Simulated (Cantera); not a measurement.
# Hydrocarbon pyrolysis for carbon deposition

A perfectly stirred reactor is fed with 5.00 % C₂H₆, 95.0 % N₂, at 1330 Pa; it is held at 1950 K, and followed from long to short residence time.

Detailed kinetics in Cantera: GRI-Mech 3.0 (53 species, 325 reactions). GRI-Mech 3.0 stops at C3 and has no aromatics, soot or wall deposition, so with more carbon than oxygen in the feed, carbon stays in small species such as C2H2 where larger ones or solid carbon would form. Radical loss at walls, strong at low pressure, is not modelled.

| τ (s) | x C₂H₆ | x C₂H | x H₂ | x C₂H₂ | x CH₃ | x C₂H₄ |
|---|---|---|---|---|---|---|
| 1.8 | 2.25e-6 | 1.36e-5 | 0.0884 | 0.0438 | 0.000344 | 1.47e-5 |
| 0.96 | 4.27e-6 | 1.34e-5 | 0.0877 | 0.0439 | 0.000483 | 2.79e-5 |
| 0.52 | 7.91e-6 | 1.34e-5 | 0.0869 | 0.0438 | 0.000668 | 5.15e-5 |
| 0.28 | 1.47e-5 | 1.35e-5 | 0.0857 | 0.0434 | 0.000924 | 9.44e-5 |
| 0.15 | 2.73e-5 | 1.39e-5 | 0.0842 | 0.0429 | 0.00128 | 0.000171 |
| 0.084 | 4.82e-5 | 1.43e-5 | 0.0823 | 0.0422 | 0.00172 | 0.000293 |
| 0.046 | 8.69e-5 | 1.49e-5 | 0.0799 | 0.0412 | 0.00235 | 0.000504 |
| 0.025 | 0.000157 | 1.57e-5 | 0.0769 | 0.0399 | 0.00322 | 0.000857 |
| 0.014 | 0.000275 | 1.66e-5 | 0.0733 | 0.0381 | 0.00433 | 0.00139 |
| 0.0075 | 0.000500 | 1.75e-5 | 0.0685 | 0.0356 | 0.00595 | 0.00229 |
| 0.0041 | 0.000889 | 1.82e-5 | 0.0628 | 0.0324 | 0.00805 | 0.00359 |
x: mole fraction; the columns are a selection and need not sum to one.
